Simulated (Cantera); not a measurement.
A closed system holds: 1 mol Ti(OiPr)4, 1.2 mol CH4, 2.1 mol H2, at 2075 K and 0.000420 bar.

Method: chemical equilibrium by Gibbs-energy minimisation in Cantera with the NASA 1993 tables (ideal gas, pure condensed phases). Candidate condensed phases: C, C6H6, C7H8, C8H18, H2O, Ti, TiC, TiO, TiO2, Ti2O3, Ti3O5, Ti4O7; 113 gas species. The feed counts by its element totals alone. TiC: taken at fixed stoichiometry. Equilibrium is a limit: real reactors are often held back by kinetics, nucleation or transport.

Base state: H2 0.721, CO 0.168, H 0.110, C2H2 (acetylene) 0.000894 (mole fractions); condensed: C(graphite) + TiC(s).

Q: What changes in the equilibrium state with this change: pressure from 0.000420 bar to 0.00133 bar?

A: 
```json
[
 {"species": "H2", "before": "0.721", "after": "0.763"},
 {"species": "CO", "before": "0.168", "after": "0.172"},
 {"species": "H", "before": "0.110", "after": "0.0637"},
 {"species": "C2H2 (acetylene)", "before": "0.000894", "after": "0.000947"},
 {"species": "C(graphite), mol", "before": "8.16", "after": "8.16"},
 {"species": "TiC(s), mol", "before": "1.000", "after": "1.000"}
]
```

Q: What changes in the equilibrium state with this change: temperature from 2075 K to 1875 K?

A: 
```tsv
species	before	after
H2	0.721	0.796
CO	0.168	0.175
H	0.110	0.0285
C2H2 (acetylene)	0.000894	0.000252
C(graphite), mol	8.16	8.19
TiC(s), mol	1.000	1.000
```
